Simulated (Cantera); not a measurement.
Thermodynamics of oxide etching and cleaning by halides, feed Al₂O₃ + HCl + N₂

Feed: 1 mol Al₂O₃, 16 mol HCl, 4.3 mol N₂, equilibrated at 79.0 Pa.

Cantera equilibrium calculation (NASA polynomials, part measured and part estimated; ideal gas, pure solids and liquids). Candidate condensed phases: Al, AlCl₃, AlN, Al₂O₃, H₂O, NH₄Cl; 45 gas species. The tables' values for AlCl₂ are old estimates; treat these amounts as uncertain. Condensed phases not in the tables: AlOCl. Rates play no part.

```csv
T (K),x HCl,x N₂,x Cl,x H₂,x H₂O,n Al₂O₃(s)
600,0.788,0.212,3.35e-11,2.34e-9,5.08e-7,1.000
750,0.788,0.212,2.92e-8,1.06e-7,7.05e-6,1.000
900,0.788,0.212,2.31e-6,1.92e-6,4.00e-5,1.000
1050,0.788,0.212,4.27e-5,2.36e-5,0.000136,0.999
1200,0.787,0.212,0.000355,0.000182,0.000336,0.998
1350,0.784,0.212,0.00183,0.000920,0.000671,0.995
1500,0.777,0.211,0.00676,0.00337,0.00115,0.992
1650,0.758,0.210,0.0196,0.00961,0.00177,0.988
1800,0.718,0.207,0.0470,0.0222,0.00268,0.981
```
x: gas mole fraction; n: condensed amount in mol.

From 600 K to 1800 K the condensed part is Al₂O₃(s). The main Al-bearing gas is AlCl₃ throughout.
